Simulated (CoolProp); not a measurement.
C2F6 (R116) at several states: density (kg/m³) from the reference equation and from simpler models built on Tc = 293.0 K, pc = 3.048 MPa, ω = 0.257; each cubic takes its own stable root.

Model: reference Helmholtz-energy equation of state, Lemmon 2006, in CoolProp. It is a short technical equation, of lower accuracy than the large ones.

```csv
T (K),p (MPa),phase,reference
333.5,7.95,supercritical,805.6
403.6,0.0114,gas,0.4690
314.4,2.33,gas,161.0
```

Problem. How far does each simpler model (ideal gas, van der Waals, Redlich-Kwong, Soave-Redlich-Kwong, Peng-Robinson) lie from the reference over these 3 states: mean and median of the absolute difference, and the worst?

Solution. 
- ideal gas: mean 24.8 %, median 23.6 %, worst -50.9 % at 333.5 K and 7.95 MPa
- van der Waals: mean 3.5 %, median 0.2 %, worst -10.2 % at 333.5 K and 7.95 MPa
- Redlich-Kwong: mean 1.2 %, median 1.5 %, worst -2.2 % at 333.5 K and 7.95 MPa
- Soave-Redlich-Kwong: mean 3.4 %, median 0.2 %, worst -10.1 % at 333.5 K and 7.95 MPa
- Peng-Robinson: mean 2.0 %, median 2.9 %, worst +3.0 % at 314.4 K and 2.33 MPa
